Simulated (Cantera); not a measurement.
Input (Python, Cantera):

```python
import numpy as np
import cantera as ct

gas = ct.Solution("h2o2.yaml")
gas.TPX = 950, 13332, {'H2': 1.7, 'O2': 1, 'N2': 0.5}
inlet = ct.Reservoir(gas, clone=True)

reactor = ct.IdealGasConstPressureReactor(gas, energy="off", clone=False)
exhaust = ct.Reservoir(gas, clone=True)
tau = [0.31, 0.16, 0.085, 0.044, 0.023, 0.012, 0.0064, 0.0034, 0.0018][0]
for a, b in ((inlet, reactor), (reactor, exhaust)):
    ct.MassFlowController(a, b, mdot=lambda t: reactor.mass / tau)
net = ct.ReactorNet([reactor])
show = ['H2', 'O2', 'HO2', 'OH', 'H2O2']

rows = []
print(f"{'tau/s':>10s}{'T/K':>9s}" + "".join(f"{s:>11s}" for s in show))
for tau in [0.31, 0.16, 0.085, 0.044, 0.023, 0.012, 0.0064, 0.0034, 0.0018]:
    net.initial_time = 0.0
    net.advance(30 * tau)
    before = gas.X
    net.advance(40 * tau)
    drift = np.max(np.abs(gas.X - before) / (gas.X + 1e-9))
    rows.append([gas.T, *gas[show].X, drift])
    print(f"{tau:10.3e}{gas.T:9.1f}" + "".join(f"{x:11.3e}" for x in gas[show].X))
```

Output:

```
     tau/s      T/K         H2         O2        HO2         OH       H2O2
 3.100e-01    950.0  2.785e-02  7.681e-02  5.447e-05  4.623e-05  8.225e-06
 1.600e-01    950.0  3.308e-02  7.925e-02  5.692e-05  7.427e-05  5.391e-06
 8.500e-02    950.0  4.013e-02  8.256e-02  5.973e-05  1.129e-04  3.837e-06
 4.400e-02    950.0  5.013e-02  8.725e-02  6.317e-05  1.698e-04  2.924e-06
 2.300e-02    950.0  6.323e-02  9.342e-02  6.708e-05  2.483e-04  2.447e-06
 1.200e-02    950.0  8.029e-02  1.015e-01  7.147e-05  3.573e-04  2.225e-06
 6.400e-03    950.0  1.012e-01  1.114e-01  7.602e-05  5.007e-04  2.161e-06
 3.400e-03    950.0  1.273e-01  1.239e-01  8.060e-05  6.936e-04  2.181e-06
 1.800e-03    950.0  1.592e-01  1.393e-01  8.466e-05  9.466e-04  2.233e-06
```

Computed with Cantera and the H2/O2 subset of GRI-Mech 3.0, which has no nitrogen chemistry. Radical loss at walls, strong at low pressure, is not modelled. The temperature is held fixed by assumption; the heat of reaction is taken as removed at once.
